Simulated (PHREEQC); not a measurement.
0.65 g of hydrous ferric oxide (600 m²/g; 0.2 weak and 0.005 strong sites per Fe, Dzombak-Morel constants, diffuse double layer) in 1 kg of water with 0.05 mol/kgw of an inert sodium salt and 2.2 mmol/kgw ZnSO4, at 25 °C; the pH is set by adding NaOH or the inert anion's acid. O2 is buffered at 0.21 atm. No CO2 enters from the air. Nothing may precipitate in this run.

The numbers come from PHREEQC with the ion-association model, wateq4f.dat.

```tsv
pH	S sorbed (%)	Zn sorbed (%)	surface charge σ (C/m²)	surface potential ψ (mV)
4	28.0	0.1	0.060	77
4.38	27.5	0.4	0.059	76
4.75	26.5	1.0	0.057	75
5.12	24.6	1.8	0.054	73
5.5	21.7	3.3	0.050	69
5.88	18.3	8.8	0.046	66
6.25	15.7	20.4	0.045	65
6.62	14.7	32.0	0.048	67
7	14.6	39.2	0.054	73
7.38	14.1	42.9	0.061	79
7.75	12.6	44.6	0.069	84
8.12	10.2	44.9	0.075	88
8.5	6.8	43.8	0.076	89
8.88	3.2	41.2	0.066	82
9.25	1.0	38.5	0.049	68
9.62	0.2	36.5	0.031	49
10	0.0	35.1	0.016	28
```

Along this series the solution becomes supersaturated in solids that the run did not let form, among them Zn(OH)2-e, Zn4(OH)6SO4.
